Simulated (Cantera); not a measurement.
## Thermodynamics of carbothermic reduction, feed Ta2O5 + C + H2

Input: 1 mol Ta2O5, 6 mol C, 5.7 mol H2, equilibrated at 700 °C.

Cantera equilibrium calculation (NASA polynomials, part measured and part estimated; ideal gas, pure solids and liquids). Candidate condensed phases: C, C6H6, C7H8, C8H18, H2O, Ta, TaC, Ta2O5; 113 gas species. TaC: taken at fixed stoichiometry. Condensed phases not in the tables: Ta2C. Equilibrium is a limit: real reactors are often held back by kinetics, nucleation or transport.

At 10.0 Pa the condensed part is TaC(s) + Ta2O5(s). From 52.0 Pa to 1.90 bar the condensed part is C(graphite) + TaC(s) + Ta2O5(s). At 10.0 bar the condensed part is C(graphite) + Ta2O5(s).

```
P (Pa)    x H2      x CO     x CH4     x H2O    x CO2  n TaC(s)  n Ta2O5(s)  n C(graphite)
-------  -----  --------  --------  --------  -------  --------  ----------  -------------
10       0.571     0.429   1.41e-6   4.51e-5  5.47e-5      1.71       0.143              0
52       0.621     0.379   2.57e-5   7.59e-5  7.47e-5      1.39       0.304           1.13
270      0.927    0.0730  0.000297  0.000113  1.44e-5     0.180       0.910           5.37
1400     0.984    0.0141   0.00174  0.000120  2.77e-6    0.0328       0.984           5.88
7200     0.988   0.00274   0.00902  0.000121  5.39e-7   0.00648       0.997           5.93
37000    0.956  0.000533    0.0434  0.000117  1.05e-7   0.00142       0.999           5.76
190000   0.831  0.000104     0.168  0.000102  2.04e-8  0.000401       1.000           5.18
1000000  0.575   1.97e-5     0.425   7.03e-5  3.88e-9         0       1.000           4.30
```
x: gas mole fraction; n: condensed amount in mol.
